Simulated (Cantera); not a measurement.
An adiabatic, constant-volume homogeneous reactor starts with CH4 : O2 : N2 : CO2 = 1 : 1 : 6.4 : 0.88 (molar parts), at 1000 K and 4.93 atm. Integrator tolerance rtol = 1e-08.

Cantera simulation using GRI-Mech 3.0 (53 species, 325 reactions); the numbers are that mechanism's predictions, not measurements.

Question: What does this change do: CO2 0.88 to 1.6 parts?

Answer: 
| quantity | before | after |
|---|---|---|
| time of steepest temperature rise | 0.437 s | 0.472 s |
| temperature at 4.00 s | 1902 K | 1797 K |
| equilibrium temperature | 1902 K | 1797 K |
| x(CH4) at 4.00 s | 3.08e-9 (gas-phase equilibrium 3.35e-9) | 2.10e-9 (gas-phase equilibrium 2.24e-9) |
| x(O2) at 4.00 s | 5.92e-9 (gas-phase equilibrium 5.92e-9) | 2.30e-9 (gas-phase equilibrium 2.30e-9) |
| x(CO2) at 4.00 s | 0.0562 (gas-phase equilibrium 0.0562) | 0.102 (gas-phase equilibrium 0.102) |
| x(C2H2) at 4.00 s | <1e-12 (gas-phase equilibrium <1e-12) | <1e-12 (gas-phase equilibrium <1e-12) |
| x(C2H6) at 4.00 s | <1e-12 (gas-phase equilibrium <1e-12) | <1e-12 (gas-phase equilibrium <1e-12) |

Question: What does this change do: 0.016 parts C2H6 added?

Answer: 
```csv
quantity,before,after
time of steepest temperature rise,0.437 s,0.184 s
temperature at 4.00 s,1902 K,1879 K
equilibrium temperature,1902 K,1879 K
x(CH4) at 4.00 s,3.08e-9 (gas-phase equilibrium 3.35e-9),4.78e-9 (gas-phase equilibrium 5.19e-9)
x(O2) at 4.00 s,5.92e-9 (gas-phase equilibrium 5.92e-9),3.34e-9 (gas-phase equilibrium 3.34e-9)
x(CO2) at 4.00 s,0.0562 (gas-phase equilibrium 0.0562),0.0539 (gas-phase equilibrium 0.0539)
x(C2H2) at 4.00 s,<1e-12 (gas-phase equilibrium <1e-12),<1e-12 (gas-phase equilibrium <1e-12)
x(C2H6) at 4.00 s,<1e-12 (gas-phase equilibrium <1e-12),<1e-12 (gas-phase equilibrium <1e-12)
```
